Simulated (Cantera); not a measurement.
Dilute partial oxidation

An isothermal, constant-pressure homogeneous reactor starts with 0.358 % CH3OH, 0.318 % O2, 99.3 % N2, at 1475 K and 130000 Pa.

Model: GRI-Mech 3.0 (53 species, 325 reactions), integrated in Cantera. GRI-Mech 3.0 was tuned for natural gas; its chemistry of methanol as a main component is partial and can be far from experiment.

```tsv
t (s)	x CH3OH	x O2	x CH2CO	x H	x H2O	x HCN
0.000100	0.00349	0.00316	3.95e-10	1.44e-6	1.49e-5	1.85e-10
0.000351	0.00271	0.00302	3.42e-8	8.27e-6	0.000197	1.76e-9
0.00123	<1e-12	0.000395	<1e-12	0.00231	0.00438	1.11e-8
0.00433	<1e-12	2.27e-5	<1e-12	0.000908	0.00458	3.15e-10
0.0152	<1e-12	1.28e-6	<1e-12	0.000250	0.00469	1.36e-10
0.0534	<1e-12	8.94e-8	<1e-12	6.78e-5	0.00473	1.09e-10
0.187	<1e-12	6.45e-9	<1e-12	1.83e-5	0.00474	1.09e-10
0.658	<1e-12	4.64e-10	<1e-12	4.88e-6	0.00474	1.52e-10
2.31	<1e-12	4.08e-11	<1e-12	1.45e-6	0.00474	3.00e-10
8.11	<1e-12	8.95e-12	<1e-12	6.98e-7	0.00474	7.15e-10
28.5	<1e-12	6.25e-12	<1e-12	5.87e-7	0.00474	2.34e-9
100	<1e-12	5.66e-12	<1e-12	5.59e-7	0.00474	6.88e-9
```
x: mole fraction; the columns are a selection and need not sum to one.

Equilibrium at this temperature and pressure: CH3OH <1e-12, O2 5.63e-12, CH2CO <1e-12, H 5.59e-7, H2O 0.00474, HCN 1.59e-10 (gas phase only).
